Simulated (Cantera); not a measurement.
A Cantera script and what it prints.

```python
import numpy as np
import cantera as ct

gas_names = [...]  # 77 gases of nasa_gas.yaml made of C, H, Ti
cond_names = """
    C(gr) C6H6(L) C7H8(L) C8H18(L),n-octa Ti(a) Ti(b) Ti(L) TiC(s) TiC(L)
""".split()


# ... load() reads the species with a 1 bar reference pressure and builds the phases ...
atoms = {
    'Ti': {'Ti': 1},
    'C3H8': {'C': 3, 'H': 8},
    'H2': {'H': 2},
}
top_T = {'C(gr)': 4500}  # K; cautious upper limits of use, not melting points


# ... equilibrate(T, P, feed) seeds the gas with the atoms and calls Mixture.equilibrate('TP', solver="vcs", rtol=1e-11, max_steps=5000) ...
results = []
feed = {'Ti': 1, 'C3H8': 0.072, 'H2': 68}  # mol
P = 38000  # Pa
for T in [1325, 1400, 1475, 1550, 1625, 1700, 1775, 1850, 1925, 2000, 2075]:
    mix = equilibrate(T, P, feed)
    results.append((T, P, feed, dict(zip(mix.species_names, mix.species_moles))))

top = {s: max(r[3][s] / sum(r[3][g] for g in gas_names) for r in results) for s in gas_names}
cols = sorted((s for s in top if top[s] > 1e-05), key=lambda s: -top[s])[:8]
seen = [c for c in cond_names if any(r[3].get(c, 0) > 1e-12 for r in results)]
print("log10 of partial pressures in bar; condensed amounts in mol")
print(f"{'T/K':>10s}" + "".join(f"{s[:9]:>10s}" for s in cols + seen))
for T, P, feed, n in results:
    ng = sum(n[g] for g in gas_names)
    print(f"{T:10.4g}" + "".join(f"{np.log10(max(n[s] / ng * P / 1e5, 1e-99)):10.3f}" for s in cols)
          + "".join(f"{n.get(c, 0):10.4g}" for c in seen))
```

It prints:

```
log10 of partial pressures in bar; condensed amounts in mol
       T/K        H2         H        Ti     Ti(b)     Ti(L)    TiC(s)
      1325    -0.420    -5.996   -11.086     0.784         0     0.216
      1400    -0.420    -5.523   -10.112     0.784         0     0.216
      1475    -0.420    -5.097    -9.239     0.784         0     0.216
      1550    -0.420    -4.712    -8.452     0.784         0     0.216
      1625    -0.420    -4.362    -7.739     0.784         0     0.216
      1700    -0.420    -4.042    -7.090     0.784         0     0.216
      1775    -0.420    -3.749    -6.497    0.7839         0     0.216
      1850    -0.421    -3.479    -5.953    0.7838         0     0.216
      1925    -0.421    -3.230    -5.453    0.7834         0     0.216
      2000    -0.421    -3.000    -5.003         0    0.7822     0.216
      2075    -0.422    -2.786    -4.590         0    0.7794     0.216
```

Equilibrium computed with Cantera from the NASA thermochemical tables; the gas is ideal and each condensed phase is pure. Mutual solubility and eutectic melting of coexisting phases are not modelled. TiC: taken at fixed stoichiometry. Condensed phases not in the tables: N, O or C dissolved in the metal.
